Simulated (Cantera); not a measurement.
Gas mixture: 53.9 % C2H2, 16.2 % CH3OH, 29.9 % C3H8, at 1000000 Pa, frozen composition.

Cantera's kinetic-theory transport with the Lennard-Jones parameters of GRI-Mech 3.0, ideal gas; thermal conductivity in the mixture-averaged form. Polar gases are described roughly by these parameters. The composition is frozen, though it would react at the higher temperatures.

D: mixture-averaged diffusion coefficient of that species in the mixture.

```tsv
T (K)	ρ (kg/m³)	cp (J/kg/K)	μ (µPa s)	λ (mW/m/K)	Pr	D (cm²/s) NO	D (cm²/s) CH4	D (cm²/s) CO2
400	9.75	1961	12.5	32.8	0.746	0.0244	0.0269	[?]
550	7.09	2372	16.5	51.4	0.762	0.0429	0.0477	[?]
700	5.57	2701	20.1	70.2	0.773	0.0652	0.0730	[?]
850	4.59	2965	23.3	88.7	0.781	0.0909	0.102	[?]
1000	3.90	3189	26.3	107	0.787	0.120	0.135	[?]
1150	3.39	3361	29.1	124	0.788	0.152	0.171	[?]
1300	3.00	3510	31.8	141	0.790	0.186	0.210	[?]
1450	2.69	3639	34.3	158	0.791	0.223	0.253	[?]
```

### Question
Complete the blanks.

### Answer

- 400, D (cm²/s) CO2: 0.0183
- 550, D (cm²/s) CO2: 0.0332
- 700, D (cm²/s) CO2: 0.0512
- 850, D (cm²/s) CO2: 0.0722
- 1000, D (cm²/s) CO2: 0.0959
- 1150, D (cm²/s) CO2: 0.122
- 1300, D (cm²/s) CO2: 0.150
- 1450, D (cm²/s) CO2: 0.181
